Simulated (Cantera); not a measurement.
Charge: 1 mol Cr₂O₃, 2.6 mol H₂, 0.61 mol N₂, held at 1625 K and 0.0100 bar.

Cantera equilibrium calculation (NASA polynomials, part measured and part estimated; ideal gas, pure solids and liquids). Candidate condensed phases: Cr, CrN, Cr₂N, Cr₂O₃, H₂O; 29 gas species. Mutual solubility and eutectic melting of coexisting phases are not modelled. The numbers say what is thermodynamically allowed, not how fast it happens.

Base state: H₂ 0.807, N₂ 0.190, H₂O 0.00215, H 0.000634, Cr 0.000600 (mole fractions); condensed: Cr(s) + Cr₂O₃(s).

### Question
What changes in the equilibrium state with this change: temperature from 1625 K to 1075 K?

### Answer
```
species          before    after
-------------  --------  -------
H₂                0.807    0.810
N₂                0.190    0.190
H₂O             0.00215  3.84e-5
H              0.000634  1.32e-7
Cr             0.000600    <1e-9
Cr(s), mol      0.00267        0
Cr₂O₃(s), mol     0.998    1.000
```
